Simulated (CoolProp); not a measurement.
n-decane along the isotherm 620 K: density (kg/m³) from the reference equation and from simpler models built on Tc = 617.7 K, pc = 2.101 MPa, ω = 0.488; each cubic takes its own stable root.

Values from CoolProp's reference Helmholtz-energy equation of state, Lemmon 2006. It is a short technical equation, of lower accuracy than the large ones.

```csv
p (MPa),phase,reference,ideal gas,Redlich-Kwong,Peng-Robinson
0.0665,gas,1.856,1.835,1.855,1.858
0.136,gas,3.842,3.754,3.839,3.848
0.28,gas,8.121,7.728,8.103,8.145
0.575,gas,17.70,15.87,17.60,17.79
1.18,gas,42.60,32.57,41.81,42.84
2.43,supercritical,342.9,67.07,256.1,278.1
4.98,supercritical,426.7,137.5,346.8,384.4
10.2,supercritical,475.7,281.5,407.7,453.2
21,supercritical,522.7,579.6,465.4,517.1
```
